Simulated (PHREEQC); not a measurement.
Make-up at 40 °C: 0.018 mol LiOH, 0.013 mol CO2 and 3.9e-05 mol K2CO3 per kg of water. Closed to the air; pH follows from the charge balance.

Model: ion-association model, wateq4f.dat, run in PHREEQC.

Each row changes one thing in this solution. Precipitation was switched off in this run.

| case | pH | ionic strength (mol/kgw) | HCO3- (mol/kgw) | CO3-2 (mol/kgw) | CO2 (mol/kgw) |
|---|---|---|---|---|---|
| as made | 9.80 | 0.0229 | 0.00821 | 0.00483 | 2.20e-6 |
| LiOH replaced by LiNO3 at the same molality | 4.27 | 0.0181 | 0.000138 | [?] | 0.0129 |
| LiOH from 0.018 to 0.009 mol/kgw | 6.61 | 0.00908 | 0.00907 | 3.00e-6 | [?] |
| CO2 from 0.013 to 0.0013 mol/kgw | 11.67 | 0.0194 | 3.12e-5 | 0.00131 | 1.16e-10 |
| 0.023 mol/kgw HF added | 3.84 | 0.0182 | 5.18e-5 | 3.19e-11 | 0.0130 |
| LiOH from 0.018 to 0.036 mol/kgw | 11.47 | 0.0487 | 0.000403 | 0.0126 | 2.23e-9 |
| temperature from 40 to 50 °C | 9.74 | 0.0228 | 0.00833 | 0.00470 | 2.54e-6 |

Task: Fill in the missing entries.

Result: 
- LiOH replaced by LiNO3 at the same molality, CO3-2 (mol/kgw): 2.29e-10
- LiOH from 0.018 to 0.009 mol/kgw, CO2 (mol/kgw): 0.00396

Species that the database lacks are ignored. Constants without temperature data keep their 25 °C values here.
